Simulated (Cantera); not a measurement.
Charge: 1 mol Al, 5.6 mol CO₂, 8.9 mol H₂, held at 1400000 Pa.

These are equilibrium values from Cantera (NASA tables, ideal gas, pure condensed phases), not measurements of a reactor. Candidate condensed phases: Al, Al₂O₃, C, C₆H₆, C₇H₈, C₈H₁₈, H₂O; 121 gas species. Gases not in the tables: Al(OH)₃. The numbers say what is thermodynamically allowed, not how fast it happens.

Which condensed phases are stable at each of these points (T (K)): 800, 900, 1000, 1100, 1200, 1300, 1400, 1500, 1600, 1700?


| T (K) | condensed phases | Al condensed (%) |
|---|---|---|
| 800 | Al₂O₃(s) + C(graphite) | 100.0 |
| 900 | Al₂O₃(s) + C(graphite) | 100.0 |
| 1000 | Al₂O₃(s) + C(graphite) | 100.0 |
| 1100 | Al₂O₃(s) | 100.0 |
| 1200 | Al₂O₃(s) | 100.0 |
| 1300 | Al₂O₃(s) | 100.0 |
| 1400 | Al₂O₃(s) | 100.0 |
| 1500 | Al₂O₃(s) | 100.0 |
| 1600 | Al₂O₃(s) | 100.0 |
| 1700 | Al₂O₃(s) | 100.0 |

From 800 K to 1000 K the condensed part is Al₂O₃(s) + C(graphite). From 1100 K to 1700 K the condensed part is Al₂O₃(s).
